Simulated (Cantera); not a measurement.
Input (Python, Cantera):

```python
import numpy as np
import cantera as ct

gas = ct.Solution("gri30.yaml")


def delay(T, t_max=10):
    gas.TPX = T, 500000, {'CH4': 1, 'O2': 1.67, 'N2': 6.27}
    reactor = ct.IdealGasReactor(gas, clone=False)
    net = ct.ReactorNet([reactor])
    net.rtol, net.atol = 1e-8, 1e-16
    while net.time < t_max:
        t_old, T_old = net.time, reactor.T
        net.step()
        if reactor.T > T + 400:  # ignition: a rise of 400 K
            return t_old + (T + 400 - T_old) / (reactor.T - T_old) * (net.time - t_old)
    return np.nan


taus = []
for T in [1000, 1075, 1150, 1225, 1300, 1375, 1450, 1525, 1600, 1675]:
    taus.append(delay(T))
    print(f"T0 = {T:6g} K   tau = {taus[-1]:.4e} s")
```

Result:

```
T0 =   1000 K   tau = 1.9167e-01 s
T0 =   1075 K   tau = 5.9125e-02 s
T0 =   1150 K   tau = 2.0321e-02 s
T0 =   1225 K   tau = 7.5463e-03 s
T0 =   1300 K   tau = 2.9973e-03 s
T0 =   1375 K   tau = 1.2639e-03 s
T0 =   1450 K   tau = 5.6220e-04 s
T0 =   1525 K   tau = 2.6324e-04 s
T0 =   1600 K   tau = 1.3009e-04 s
T0 =   1675 K   tau = 6.8156e-05 s
```

Detailed kinetics in Cantera: GRI-Mech 3.0 (53 species, 325 reactions).
